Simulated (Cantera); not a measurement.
Feed: 1 mol SiCl₄, 0.91 mol H₂, at 300 °C and 22000 Pa.

Cantera equilibrium calculation (NASA polynomials, part measured and part estimated; ideal gas, pure solids and liquids). Candidate condensed phases: Si; 19 gas species. Rates play no part.

Base state: SiCl₄ 0.522, H₂ 0.475, HCl 0.00187, SiHCl₃ 0.00187 (mole fractions); condensed: gas only.

What changes in the equilibrium state with this change: temperature from 300 °C to 425 °C?


| species | before | after |
|---|---|---|
| SiCl₄ | 0.522 | 0.517 |
| H₂ | 0.475 | 0.470 |
| HCl | 0.00187 | 0.00693 |
| SiHCl₃ | 0.00187 | 0.00691 |
